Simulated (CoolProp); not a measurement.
n-hexane at several states: fugacity coefficient from the reference equation and from simpler models built on Tc = 507.8 K, pc = 3044 kPa, ω = 0.300; each cubic takes its own stable root.

Values from CoolProp's reference Helmholtz-energy equation of state, Thol 2019.

```
T (K)  p (kPa)   phase  reference  van der Waals  Redlich-Kwong  Soave-Redlich-Kwong  Peng-Robinson
-----  -------  ------  ---------  -------------  -------------  -------------------  -------------
355.4      164  liquid     0.8718         0.9632         0.9506               0.8797         0.8752
564.2      128     gas     0.9898         0.9904         0.9895               0.9902         0.9888
246.7     34.4  liquid    0.03547         0.9827         0.1326              0.03444        0.03782
```

At some of these states van der Waals, Redlich-Kwong gives the other phase, because its saturation line lies elsewhere.
